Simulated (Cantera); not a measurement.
B2O3 + NH3 + H2 (boron, boron nitride and boron oxide)

Charge: 1 mol B2O3, 19 mol NH3, 5.5 mol H2, equilibrated at 2173.15 K and 0.130 bar.

These are equilibrium values from Cantera (NASA tables, ideal gas, pure condensed phases), not measurements of a reactor. Candidate condensed phases: B, BN, B2O3, B3O3H3, H2O; 39 gas species. Rates play no part.

The x(H2) is 0.732 and the x(N2) is 0.212. The x(HBO) is 0.0178 and the x(HBO2) is 0.0128. The x(H) comes out as 0.0115 and the x(H2O) is 0.00510. The x(B2O3) is 0.00434 and the x(BO) is 0.00346. The x(B2O2) is 0.000926, the gas amount is 44.84 mol and the log10 activity of B(s) (absent) comes out as -2.85.
